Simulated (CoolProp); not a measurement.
Properties of m-xylene along the isobar 101 kPa.

Values from CoolProp's reference Helmholtz-energy equation of state, Zhou 2012.

| T (°C) | phase | cp (kJ/(kg K)) | cv (kJ/(kg K)) | viscosity (µPa s) | conductivity (mW/(m K)) |
|---|---|---|---|---|---|
| 165.35 | gas | 1.741 | 1.648 | 9.42 | 21.6 |
| 178.35 | gas | 1.780 | 1.688 | 9.71 | 23.0 |
| 191.25 | gas | 1.818 | 1.728 | 9.99 | 24.4 |
| 204.25 | gas | 1.856 | 1.767 | 10.3 | 25.9 |
| 217.25 | gas | 1.893 | 1.806 | 10.6 | 27.3 |
| 230.15 | gas | 1.929 | 1.843 | 10.8 | 28.8 |
| 243.15 | gas | 1.965 | 1.880 | 11.1 | 30.3 |
| 256.15 | gas | 2.001 | 1.916 | 11.4 | 31.9 |
| 269.05 | gas | 2.035 | 1.951 | 11.7 | 33.4 |
| 282.05 | gas | 2.070 | 1.986 | 11.9 | 35.0 |
| 294.95 | gas | 2.103 | 2.019 | 12.2 | 36.5 |
| 307.95 | gas | 2.136 | 2.053 | 12.5 | 38.2 |
| 320.95 | gas | 2.168 | 2.086 | 12.8 | 39.8 |
| 333.85 | gas | 2.200 | 2.117 | 13.0 | 41.4 |
| 346.85 | gas | 2.231 | 2.149 | 13.3 | 43.1 |

Viscosity comes from a separate model (Cao 2016). Thermal conductivity comes from a separate model (Mylona 2014).
